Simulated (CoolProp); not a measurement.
The fluid at 471.66 K and 3.18 MPa (stagnation) flows isentropically through a choked orifice. The same conditions are run with several fluids, on thermodynamics alone (safety and materials aside).

The numbers come from the reference Helmholtz-energy equation of state of each fluid (the fluoroketone C6F12O (FK-5-1-12): McLinden 2015; normal hydrogen: Leachman 2009; n-perfluoropentane: Gao 2022; c-C4F8 (RC318): Platzer 1990; R227EA: Lemmon 2016) in CoolProp. The equations of Platzer and Polt are older, rougher fits.

Question: Rank the fluoroketone C6F12O (FK-5-1-12), normal hydrogen, n-perfluoropentane, c-C4F8 (RC318), R227EA by throat to inlet pressure ratio, highest first.

Answer: the fluoroketone C6F12O (FK-5-1-12) (0.744), n-perfluoropentane (0.665), c-C4F8 (RC318) (0.621), R227EA (0.613), normal hydrogen (0.527)

```csv
fluid,mass flux (kg/(m² s)),throat temperature (K)
the fluoroketone C6F12O (FK-5-1-12),24300,461.0
normal hydrogen,1560,393.0
n-perfluoropentane,19200,459.1
c-C4F8 (RC318),14900,458.0
R227EA,13600,456.7
```
